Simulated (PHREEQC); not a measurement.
**Buffer**

Make-up at 35 °C: 14 mmol/kgw NH4Cl and 120 mmol/kgw NaF. It is in equilibrium with CO2 at log p = -3.4 (atm). Otherwise closed; pH follows from the charge balance.

All values are PHREEQC results (ion-association model, wateq4f.dat), not measurements.

No solid was allowed to form.

Q: Estimate the pH.

A: pH 6.54.

Q: In which forms is Na present?

A: Na+ 96 %, NaF 3.5 % of the Na.
